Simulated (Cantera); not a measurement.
Charge: 1 mol FeS2, 2 mol H2, at 927 °C and 0.133 bar.

Cantera equilibrium calculation (NASA polynomials, part measured and part estimated; ideal gas, pure solids and liquids). Candidate condensed phases: Fe, FeS, FeS2, S; 8 gas species. FeS: taken at fixed stoichiometry. Gases not in the tables: S3 to S7. Equilibrium is a limit: real reactors are often held back by kinetics, nucleation or transport.

Base state: H2 0.519, H2S 0.469, S2 0.0123, SH 0.000292 (mole fractions); condensed: FeS(s).

Task: What changes in the equilibrium state with this change: FeS2 replaced by Ta2O5?

Result: 
| species | before | after |
|---|---|---|
| H2 | 0.519 | 1.000 |
| H2S | 0.469 | 0 |
| S2 | 0.0123 | 0 |
| SH | 0.000292 | 0 |
| FeS(s), mol | 1.00 | 0 |
| Ta2O5(s), mol | 0 | 1.000 |
Further candidate phases: H2O, Ta, Ta2O5.

Task: What changes in the equilibrium state with this change: 0.33 mol CO2 added?

Result: 
```
species        before     after
-----------  --------  --------
H2S             0.469     0.381
H2              0.519     0.348
H2O                 0     0.113
CO                  0     0.109
CO2                 0    0.0259
S2             0.0123    0.0180
COS                 0   0.00380
CS2                 0  0.000133
SH           0.000292  0.000289
FeS(s), mol      1.00      1.00
```
Further candidate phases: C, C6H6, C7H8, C8H18, Fe(CO)5, FeO, Fe(OH)2, Fe(OH)3, FeSO4, Fe2O3, Fe2(SO4)3, Fe3O4, H2O, H2SO4.

Task: What changes in the equilibrium state with this change: pressure from 0.133 bar to 0.880 bar?

Result: 
```tsv
species	before	after
H2	0.519	0.503
H2S	0.469	0.494
S2	0.0123	0.00220
SH	0.000292	0.000122
FeS(s), mol	1.00	1.00
```
